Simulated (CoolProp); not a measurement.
The fluid at 446.91 K and 4.01 MPa is throttled through a valve to 0.956 MPa with no heat exchange. The same conditions are run with several fluids, on thermodynamics alone (safety and materials aside).

Model: reference Helmholtz-energy equation of state of each fluid (1,2-dichloroethane: Thol 2015; octamethylcyclotetrasiloxane (D4): Thol 2015; dodecamethylcyclohexasiloxane (D6): Colonna 2008; n-octane: Beckmüller 2019; hexamethyldisiloxane (MM): Thol 2016), in CoolProp.

Task: Rank 1,2-dichloroethane, octamethylcyclotetrasiloxane (D4), dodecamethylcyclohexasiloxane (D6), n-octane, hexamethyldisiloxane (MM) by temperature change (K), highest first.

Result: dodecamethylcyclohexasiloxane (D6) (+0.8), octamethylcyclotetrasiloxane (D4) (+0.5), n-octane (+0.3), 1,2-dichloroethane (+0.1), hexamethyldisiloxane (MM) (-0.3)

```csv
fluid,final density (kg/m³)
"1,2-dichloroethane",993
octamethylcyclotetrasiloxane (D4),772
dodecamethylcyclohexasiloxane (D6),804
n-octane,564
hexamethyldisiloxane (MM),576
```
